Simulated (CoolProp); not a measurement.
A Linde-Hampson liquefier for nitrogen: isothermal reversible compression at 200 K from 1 atm to 5 MPa, throttling to 1 atm, return gas leaving the recuperator 0 K below the feed. Each further row changes one setting.

Values from CoolProp's reference Helmholtz-energy equation of state, Span 2000.

| case | liquid yield per pass | compression work (kJ/kg of gas) |
|---|---|---|
| as stated | [?] | 225 |
| high pressure 10 MPa | 0.148 | [?] |
| warm-end temperature 230 K | [?] | 262 |
| warm-end gap 5 K | 0.060 | 225 |

Question: Fill in the missing entries.

Answer: 
- as stated, liquid yield per pass: 0.075
- high pressure 10 MPa, compression work (kJ/kg of gas): 261
- warm-end temperature 230 K, liquid yield per pass: 0.051
